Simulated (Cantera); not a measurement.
**Transport properties of process gases**

Gas mixture: N2O : O2 = 0.9 : 0.4 (molar parts), at 0.158 Torr, frozen composition.

Cantera's kinetic-theory transport with the Lennard-Jones parameters of GRI-Mech 3.0, ideal gas; thermal conductivity in the multicomponent form. The composition is frozen, though it would react at the higher temperatures.

```
T (K)  ρ (kg/m³)  cp (J/kg/K)  μ (µPa s)  λ (mW/m/K)     Pr  D (cm²/s) N2  D (cm²/s) O  D (cm²/s) OH
-----  ---------  -----------  ---------  ----------  -----  ------------  -----------  ------------
400     0.000255        963.2       20.9        27.5  0.734          1370         2180          2130
550     0.000185         1052       27.1        38.8  0.736          2400         3790          3710
700     0.000145         1121       32.6        49.6  0.736          3620         5720          5600
850     0.000120         1174       37.5        59.8  0.736          5040         7940          7770
1000    0.000102         1215       42.0        69.4  0.735          6630        10400         10200
1150     8.85e-5         1242       46.3        78.2  0.735          8380        13200         12900
```
D: mixture-averaged diffusion coefficient of that species in the mixture.
